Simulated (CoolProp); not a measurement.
The numbers come from the reference Helmholtz-energy equation of state, Thol 2019 in CoolProp.

### Question
Give the vapour pressure (bar), liquid density (kg/m³), enthalpy of vaporisation (kJ/kg), liquid cp (kJ/(kg K)) of saturated tetradecamethylhexasiloxane (MD4M) at 488.5, 504.1, 613.3 K.

### Answer
```json
[
 {"T (K)": "488.5", "p (bar)": "0.340", "liquid density (kg/m³)": "692", "enthalpy of vaporisation (kJ/kg)": "113", "liquid cp (kJ/(kg K))": "2.11"},
 {"T (K)": "504.1", "p (bar)": "0.514", "liquid density (kg/m³)": "674", "enthalpy of vaporisation (kJ/kg)": "107", "liquid cp (kJ/(kg K))": "2.14"},
 {"T (K)": "613.3", "p (bar)": "4.51", "liquid density (kg/m³)": "502", "enthalpy of vaporisation (kJ/kg)": "59.5", "liquid cp (kJ/(kg K))": "2.47"}
]
```
